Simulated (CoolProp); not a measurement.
Properties of propylene along the isotherm 99.85 °C.

The numbers come from the reference Helmholtz-energy equation of state, Lemmon 2013 in CoolProp.

```tsv
p (bar)	phase	Z	Joule-Thomson coefficient (K/MPa)	viscosity (µPa s)	fugacity coefficient
1.42	gas	0.9900	8.993	10.7	0.9901
2.85	gas	0.9798	9.087	10.8	0.9801
4.27	gas	0.9696	9.182	10.8	0.9703
5.69	gas	0.9592	9.280	10.8	0.9605
7.12	gas	0.9486	9.382	10.9	0.9506
8.54	gas	0.9379	9.486	10.9	0.9409
9.96	gas	0.9270	9.593	11.0	0.9312
11.4	gas	0.9159	9.705	11.0	0.9214
12.8	gas	0.9048	9.818	11.1	0.9119
14.2	gas	0.8936	9.934	11.2	0.9024
15.7	gas	0.8814	10.06	11.3	0.8923
17.1	gas	0.8698	10.19	11.4	0.8829
18.5	gas	0.8579	10.31	11.5	0.8734
19.9	gas	0.8458	10.45	11.6	0.8641
21.4	gas	0.8326	10.59	11.7	0.8540
22.8	gas	0.8200	10.74	11.8	0.8447
```

Viscosity comes from a separate model (Huber 2003), an estimate that may be off by 10 % or more.
